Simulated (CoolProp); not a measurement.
Vapour-liquid equilibrium of propylene (1) + R134a (2) at -79.45 °C; x and y are mole fractions of (1).

Computed with CoolProp (multi-fluid Helmholtz-energy mixture model, Lemmon 2013 and Tillner-Roth 1994; pair parameters Bell 2016).

Problem. Give the bubble pressure and the first vapour's composition at x = 0.35, 0.5, 0.8. Is there an azeotrope?

Solution. x = 0.35: 0.01702 MPa, y = 0.819; x = 0.5: 0.01763 MPa, y = 0.832; x = 0.8: 0.01823 MPa, y = 0.862. y crosses x between x = 0.8 and 0.95: the model has an azeotrope there.

Pair parameters are fitted to limited data, so mixtures are less certain than the pure fluids. With so large a gap from Raoult's law the liquid may split in two, which this calculation doesn't test in full.
